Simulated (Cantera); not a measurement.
Input: 1 mol Si(CH3)4, 0.024 mol C3H8, 310 mol H2, at 1.33 mbar.

Cantera equilibrium calculation (NASA polynomials, part measured and part estimated; ideal gas, pure solids and liquids). Candidate condensed phases: C, C6H6, C7H8, C8H18, Si, SiC; 87 gas species. Equilibrium is a limit: real reactors are often held back by kinetics, nucleation or transport.

x: gas mole fraction; n: condensed amount in mol.

```
T (°C)   x H2       x H  x C2H2 (acetylene)      x Si    x SiC2  n C(graphite)  n SiC(s)
------  -----  --------  ------------------  --------  --------  -------------  --------
1150    1.000  0.000182                   …   6.08e-9  5.30e-12           3.07     1.000
1250    0.999  0.000633                   …   1.08e-7  2.28e-10           3.06     1.000
1350    0.998   0.00189                   …   1.33e-6   6.14e-9           3.05     1.000
1450    0.995   0.00498                   …   1.23e-5   1.12e-7           3.02     0.996
1550    0.988    0.0118                   …   8.86e-5   1.47e-6           2.97     0.969
1650    0.974    0.0255                   …  0.000519   1.48e-5           2.96     0.817
1750    0.946    0.0506                   …   0.00255  0.000117           3.36    0.0620
1850    0.902    0.0933                   …   0.00270  0.000191           2.94         0
1950    0.834     0.160                   …   0.00257  0.000269           2.19         0
2050    0.737     0.256                   …   0.00236  0.000353           1.14         0
2150    0.613     0.380                   …   0.00212  0.000408              0         0
2250    0.471     0.522                   …   0.00197  0.000346              0         0
```

Q: Fill in the missing entries.

A: 
- 1150, x C2H2 (acetylene): 3.43e-6
- 1250, x C2H2 (acetylene): 1.18e-5
- 1350, x C2H2 (acetylene): 3.48e-5
- 1450, x C2H2 (acetylene): 9.00e-5
- 1550, x C2H2 (acetylene): 0.000209
- 1650, x C2H2 (acetylene): 0.000439
- 1750, x C2H2 (acetylene): 0.000845
- 1850, x C2H2 (acetylene): 0.00149
- 1950, x C2H2 (acetylene): 0.00242
- 2050, x C2H2 (acetylene): 0.00357
- 2150, x C2H2 (acetylene): 0.00442
- 2250, x C2H2 (acetylene): 0.00356
